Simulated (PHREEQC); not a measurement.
Acid mine or pickling water: an equilibrium model

Model water analysis in mg/L, 90 °C, pH 3.96, pe 10.3:

| constituent | mg/L |
|---|---|
| Na | 101 |
| K | 0.127 |
| Ca | 33.2 |
| Mg | 11.8 |
| Cl | 98.1 |
| S(6) as SO4 | 368 |
| Al | 34.4 |

Valence states are taken as typed.

The numbers come from PHREEQC with the ion-association model, phreeqc.dat.

Each row changes one thing in this solution. No solid was allowed to form.

```
case                                             ionic strength (mol/kgw)  SO4-2 (mol/kgw)  Ca+2 (mol/kgw)  Al(OH)2+ (mol/kgw)  AlSO4+ (mol/kgw)  Mg+2 (mol/kgw)  SI of Al(OH)3(a) (Al(OH)3)  SI of Gypsum (CaSO4:2H2O)
-----------------------------------------------  ------------------------  ---------------  --------------  ------------------  ----------------  --------------  --------------------------  -------------------------
as made                                                            0.0124          0.00279        0.000652            0.000516          0.000411        0.000249                       +0.09                      -1.38
Na from 101 to 50.5 mg/L                                           0.0113          0.00279        0.000647            0.000514          0.000419        0.000244                       +0.09                      -1.37
all concentrations times 4 at the same typed pH                    0.0439          0.00914         0.00228             0.00127           0.00241        0.000735                       +0.45                      -0.61
```

Species that the database lacks are ignored. Some of these states are supersaturated (in Al(OH)3(a), Gibbsite (slow to form), for instance). At this temperature some constants are extrapolated from 25 °C, and those without enthalpy data are left unchanged.
